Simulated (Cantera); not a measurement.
B2H6 + N2 + H2 (boron, boron nitride and boron oxide)

Feed: 1 mol B2H6, a varied amount of N2, 3.4 mol H2, equilibrated at 727 °C and 1.40 mbar.

Method: chemical equilibrium by Gibbs-energy minimisation in Cantera with the NASA 1993 tables (ideal gas, pure condensed phases). Candidate condensed phases: B, BN; 15 gas species. The feed counts by its element totals alone. N2 is the only nitrogen source here; it is nearly inert below about 1500 K, so the nitride shown seldom forms there in practice. Kinetics and transport are ignored.

At 0.84 mol N2 the condensed part is B(s) + BN(s). From 1.2 mol N2 to 5.8 mol N2 the condensed part is BN(s).

```tsv
n(N2) (mol)	x H2	x N2	x NH3	x H	x BH3	x BH2	n B(s)	n BN(s)
0.84	1.00	<1e-12	<1e-12	6.07e-8	5.70e-9	3.99e-9	0.320	1.68
1.2	0.970	0.0303	1.35e-7	5.97e-8	<1e-12	<1e-12	0	2.00
1.6	0.914	0.0857	2.09e-7	5.80e-8	<1e-12	<1e-12	0	2.00
2.2	0.842	0.158	2.50e-7	5.57e-8	<1e-12	<1e-12	0	2.00
3.1	0.753	0.247	2.65e-7	5.26e-8	<1e-12	<1e-12	0	2.00
4.2	0.667	0.333	2.56e-7	4.95e-8	<1e-12	<1e-12	0	2.00
5.8	0.571	0.429	2.30e-7	4.58e-8	<1e-12	<1e-12	0	2.00
```
x: gas mole fraction; n: condensed amount in mol.
